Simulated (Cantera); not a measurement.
An isothermal, constant-pressure homogeneous reactor starts with CH4 : CO2 : H2 : H2O = 1 : 1.4 : 0.51 : 0.017 (molar parts), at 1600 K and 0.296 atm.

Detailed kinetics in Cantera: GRI-Mech 3.0 (53 species, 325 reactions).

One state of this run: x CH4 = 0.327; x CO2 = 0.468; x H2 = 0.180; x CO = 0.00662; x O = 1.85e-11; x HO2 = <1e-12. x: mole fraction; the columns are a selection and need not sum to one.

Task: Which value of t (s) does it belong to?
(A) 1.40
(B) 0.00755
(C) 0.000555
(D) 0.0278

Result: B, 0.00755
